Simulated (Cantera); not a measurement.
## Moist CO burnout

An isothermal, constant-pressure homogeneous reactor starts with 2.79 % CO, 1.15 % O₂, 0.0115 % H₂O, 96.1 % N₂, equivalence ratio 1.2, at 1375 K and 760 Torr.

Computed with Cantera and GRI-Mech 3.0 (53 species, 325 reactions).

| t (s) | x CO | x O₂ | x H₂O | x N₂O | x NO | x H₂ | x OH |
|---|---|---|---|---|---|---|---|
| 2.00e-6 | 0.0279 | 0.0115 | 0.000115 | <1e-12 | <1e-12 | <1e-12 | <1e-12 |
| 6.30e-6 | 0.0279 | 0.0115 | 0.000115 | <1e-12 | <1e-12 | <1e-12 | <1e-12 |
| 1.98e-5 | 0.0279 | 0.0115 | 0.000115 | <1e-12 | <1e-12 | <1e-12 | 2.82e-12 |
| 6.25e-5 | 0.0279 | 0.0115 | 0.000115 | <1e-12 | <1e-12 | <1e-12 | 1.84e-11 |
| 0.000197 | 0.0279 | 0.0115 | 0.000115 | 3.16e-12 | <1e-12 | <1e-12 | 1.35e-10 |
| 0.000620 | 0.0279 | 0.0115 | 0.000115 | 3.14e-11 | <1e-12 | 2.50e-11 | 1.13e-9 |
| 0.00195 | 0.0279 | 0.0115 | 0.000115 | 4.66e-10 | <1e-12 | 9.68e-10 | 1.57e-8 |
| 0.00615 | 0.0276 | 0.0113 | 0.000109 | 1.15e-7 | 1.89e-9 | 6.45e-7 | 3.57e-6 |
| 0.0194 | 0.0129 | 0.00358 | 2.79e-5 | 1.17e-6 | 6.07e-6 | 4.39e-6 | 1.77e-5 |
| 0.0610 | 0.00603 | 0.000541 | 6.83e-5 | 4.05e-7 | 1.11e-5 | 8.09e-6 | 1.10e-5 |
| 0.192 | 0.00493 | 3.61e-5 | 9.58e-5 | 9.58e-8 | 1.16e-5 | 9.96e-6 | 3.28e-6 |
| 0.605 | 0.00486 | 8.71e-7 | 0.000104 | 2.79e-8 | 1.11e-5 | 1.08e-5 | 4.22e-7 |
| 1.91 | 0.00486 | 4.45e-8 | 0.000106 | 1.14e-8 | 1.06e-5 | 1.07e-5 | 6.87e-8 |
| 6.00 | 0.00486 | 4.20e-9 | 0.000106 | 4.33e-9 | 1.02e-5 | 1.07e-5 | 2.45e-8 |
x: mole fraction; the columns are a selection and need not sum to one.

Equilibrium at this temperature and pressure: CO 0.00485, O₂ 9.26e-12, H₂O 0.000106, N₂O <1e-12, NO 4.66e-9, H₂ 1.06e-5, OH 2.00e-9 (gas phase only).
